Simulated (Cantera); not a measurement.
A Cantera script and what it prints.

```python
import numpy as np
import cantera as ct

gas_names = """
    Br Br2 H HBr H2 Si SiBr SiBr2 SiBr3 SiBr4 SiH SiHBr3 SiH2 SiH2Br2 SiH3 SiH3Br SiH4 Si2 Si3
""".split()
cond_names = """
    Br2(cr) Br2(L) Si(cr) Si(L)
""".split()


def load(file, names, dense=False):
    # The tables refer to 1 bar. Condensed volumes are neglected.
    table = {s.name: s for s in ct.Species.list_from_file(file)}
    out = []
    for n in names:
        d = dict(table[n].input_data)
        d["thermo"] = dict(d["thermo"], **{"reference-pressure": 1e5})
        if dense:
            d["equation-of-state"] = {"model": "constant-volume", "density": "1e6 g/cm^3"}
        out.append(ct.Species.from_dict(d))
    return out


gas = ct.Solution(thermo="ideal-gas", species=load("nasa_gas.yaml", gas_names))
cond = {s.name: ct.Solution(thermo="fixed-stoichiometry", species=[s], name=s.name)
        for s in load("nasa_condensed.yaml", cond_names, dense=True)}
atoms = {
    'Si': {'Si': 1},
    'Br2': {'Br': 2},
    'H2': {'H': 2},
}
top_T = {}  # K; cautious upper limits of use, not melting points


def equilibrate(T, P, feed):
    n = {}
    for name, mol in feed.items():
        for a, k in atoms[name].items():
            n[a] = n.get(a, 0.0) + k * mol
    gas.TPX = T, P, n
    mass = sum(n.values()) * gas.mean_molecular_weight
    gas.equilibrate("TP")
    valid = [c for c in cond.values() if c.min_temp <= T <= top_T.get(c.name, c.max_temp)]
    mix = ct.Mixture([(gas, mass / gas.mean_molecular_weight)] + [(c, 0.0) for c in valid])
    mix.T, mix.P = T, P
    mix.equilibrate("TP", solver="vcs", rtol=1e-11, max_steps=5000)
    return mix


results = []
feed = {'Si': 1, 'Br2': 3.6, 'H2': 39}  # mol
P = 1000  # Pa
for T in [450, 550, 650, 750, 850, 950, 1050, 1150, 1250, 1350, 1450, 1550, 1650]:
    mix = equilibrate(T, P, feed)
    results.append((T, P, feed, dict(zip(mix.species_names, mix.species_moles))))

top = {s: max(r[3][s] / sum(r[3][g] for g in gas_names) for r in results) for s in gas_names}
cols = sorted((s for s in top if top[s] > 1e-06), key=lambda s: -top[s])[:9]
seen = [c for c in cond_names if any(r[3].get(c, 0) > 1e-12 for r in results)]
print("log10 of partial pressures in bar; condensed amounts in mol")
print(f"{'T/K':>10s}" + "".join(f"{s[:9]:>10s}" for s in cols + seen))
for T, P, feed, n in results:
    ng = sum(n[g] for g in gas_names)
    print(f"{T:10.4g}" + "".join(f"{np.log10(max(n[s] / ng * P / 1e5, 1e-99)):10.3f}" for s in cols)
          + "".join(f"{n.get(c, 0):10.4g}" for c in seen))
```

Result:

```
log10 of partial pressures in bar; condensed amounts in mol
       T/K        H2       HBr     SiBr4     SiBr2        Br    SiHBr3     SiBr3         H      SiBr
       450    -2.046    -3.114    -3.619   -23.133   -17.105    -9.528   -16.619   -23.724   -46.257
       550    -2.046    -3.114    -3.619   -17.075   -13.950    -7.981   -12.913   -19.097   -34.905
       650    -2.046    -3.114    -3.619   -12.908   -11.756    -6.927   -10.360   -15.885   -27.076
       750    -2.046    -3.114    -3.620    -9.871   -10.142    -6.164    -8.499   -13.523   -21.358
       850    -2.046    -3.112    -3.624    -7.567    -8.902    -5.591    -7.086   -11.712   -17.007
       950    -2.047    -3.108    -3.637    -5.778    -7.917    -5.157    -5.991   -10.278   -13.607
      1050    -2.050    -3.070    -3.725    -4.484    -7.081    -4.921    -5.220    -9.116   -11.046
      1150    -2.060    -2.977    -4.103    -3.858    -6.324    -5.103    -4.958    -8.157    -9.440
      1250    -2.066    -2.928    -4.821    -3.678    -5.716    -5.626    -5.110    -7.349    -8.407
      1350    -2.068    -2.919    -5.616    -3.643    -5.232    -6.219    -5.391    -6.657    -7.611
      1450    -2.068    -2.920    -6.340    -3.635    -4.823    -6.759    -5.664    -6.058    -6.938
      1550    -2.068    -2.927    -6.984    -3.634    -4.472    -7.237    -5.911    -5.536    -6.352
      1650    -2.069    -2.940    -7.564    -3.636    -4.169    -7.665    -6.137    -5.076    -5.833
```

Equilibrium computed with Cantera from the NASA thermochemical tables; the gas is ideal and each condensed phase is pure. The tables' values for SiBr3, SiBr are old estimates; treat these amounts as uncertain.
